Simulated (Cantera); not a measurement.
Cantera run:

```python
import numpy as np
import cantera as ct

gas_names = """
    Fe FeO N NO NO2 NO3 N2 N2O O O2 O3
""".split()
cond_names = """
    Fe(a) Fe(c) Fe(d) Fe(L) FeO(s) FeO(L) Fe2O3(s) Fe3O4(s)
""".split()


def load(file, names, dense=False):
    # The tables refer to 1 bar. Condensed volumes are neglected.
    table = {s.name: s for s in ct.Species.list_from_file(file)}
    out = []
    for n in names:
        d = dict(table[n].input_data)
        d["thermo"] = dict(d["thermo"], **{"reference-pressure": 1e5})
        if dense:
            d["equation-of-state"] = {"model": "constant-volume", "density": "1e6 g/cm^3"}
        out.append(ct.Species.from_dict(d))
    return out


gas = ct.Solution(thermo="ideal-gas", species=load("nasa_gas.yaml", gas_names))
cond = {s.name: ct.Solution(thermo="fixed-stoichiometry", species=[s], name=s.name)
        for s in load("nasa_condensed.yaml", cond_names, dense=True)}
atoms = {
    'Fe2O3': {'Fe': 2, 'O': 3},
    'O2': {'O': 2},
    'N2': {'N': 2},
}
top_T = {'Fe2O3(s)': 1830, 'Fe3O4(s)': 1870}  # K; cautious upper limits of use, not melting points


def equilibrate(T, P, feed):
    n = {}
    for name, mol in feed.items():
        for a, k in atoms[name].items():
            n[a] = n.get(a, 0.0) + k * mol
    gas.TPX = T, P, n
    mass = sum(n.values()) * gas.mean_molecular_weight
    gas.equilibrate("TP")
    valid = [c for c in cond.values() if c.min_temp <= T <= top_T.get(c.name, c.max_temp)]
    mix = ct.Mixture([(gas, mass / gas.mean_molecular_weight)] + [(c, 0.0) for c in valid])
    mix.T, mix.P = T, P
    mix.equilibrate("TP", solver="vcs", rtol=1e-11, max_steps=5000)
    return mix


results = []
feed = {'Fe2O3': 1, 'O2': 0.77, 'N2': 17}  # mol
P = 25000  # Pa
for T in [1023, 1123, 1223, 1323, 1423, 1523, 1623, 1723, 1823]:
    mix = equilibrate(T, P, feed)
    results.append((T, P, feed, dict(zip(mix.species_names, mix.species_moles))))
    x = sorted(zip(gas.X, gas.species_names), reverse=True)
    print(f"T = {T:g} K  P = {P:g} Pa  gas = {mix.phase_moles(0):.4g} mol")
    print("   x: " + "  ".join(f"{s} {v:.3e}" for v, s in x if v > 1e-06))
    print("   condensed (mol): " + ("  ".join(f"{mix.phase(i).name} {mix.phase_moles(i):.4g}"
          for i in range(1, mix.n_phases) if mix.phase_moles(i) > 1e-12) or "none"))
```

Result:

```
T = 1023 K  P = 25000 Pa  gas = 17.77 mol
   x: N2 9.567e-01  O2 4.332e-02  NO 2.005e-05
   condensed (mol): Fe2O3(s) 1
T = 1123 K  P = 25000 Pa  gas = 17.77 mol
   x: N2 9.566e-01  O2 4.331e-02  NO 5.220e-05
   condensed (mol): Fe2O3(s) 1
T = 1223 K  P = 25000 Pa  gas = 17.77 mol
   x: N2 9.566e-01  O2 4.327e-02  NO 1.162e-04
   condensed (mol): Fe2O3(s) 1
T = 1323 K  P = 25000 Pa  gas = 17.77 mol
   x: N2 9.566e-01  O2 4.322e-02  NO 2.292e-04
   condensed (mol): Fe2O3(s) 1
T = 1423 K  P = 25000 Pa  gas = 17.77 mol
   x: N2 9.565e-01  O2 4.313e-02  NO 4.108e-04
   condensed (mol): Fe2O3(s) 1
T = 1523 K  P = 25000 Pa  gas = 17.77 mol
   x: N2 9.563e-01  O2 4.299e-02  NO 6.814e-04  O 2.288e-06
   condensed (mol): Fe2O3(s) 1
T = 1623 K  P = 25000 Pa  gas = 17.94 mol
   x: N2 9.472e-01  O2 5.164e-02  NO 1.160e-03  O 8.644e-06  NO2 1.094e-06
   condensed (mol): Fe3O4(s) 0.6667
T = 1723 K  P = 25000 Pa  gas = 17.94 mol
   x: N2 9.469e-01  O2 5.135e-02  NO 1.714e-03  O 2.577e-05  NO2 1.265e-06
   condensed (mol): Fe3O4(s) 0.6667
T = 1823 K  P = 25000 Pa  gas = 17.94 mol
   x: N2 9.465e-01  O2 5.097e-02  NO 2.424e-03  O 6.812e-05  NO2 1.436e-06
   condensed (mol): Fe3O4(s) 0.6667
```

Cantera equilibrium calculation (NASA polynomials, part measured and part estimated; ideal gas, pure solids and liquids).
